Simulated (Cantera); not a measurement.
A closed system holds: 1 mol SiCl4, 0.31 mol NH3, 63 mol N2, equilibrated at 0.00160 bar.

These are equilibrium values from Cantera (NASA tables, ideal gas, pure condensed phases), not measurements of a reactor. Candidate condensed phases: NH4Cl, Si, Si3N4; 28 gas species. The tables' values for SiCl3 are old estimates; treat these amounts as uncertain. Kinetics and transport are ignored. All values below are at 1275 °C.

Base state: N2 0.967, HCl 0.0142, SiCl2 0.00734, SiCl4 0.00452, Cl 0.00390, SiCl3 0.00344 (mole fractions); condensed: gas only.

What changes in the equilibrium state with this change: SiCl4 replaced by SiH4?


```tsv
species	before	after
N2	0.967	0.962
H2	5.02e-6	0.0379
H	1.73e-6	0.000150
HCl	0.0142	0
SiCl2	0.00734	0
SiCl4	0.00452	0
Cl	0.00390	0
SiCl3	0.00344	0
Si3N4(s), mol	0	0.333
```
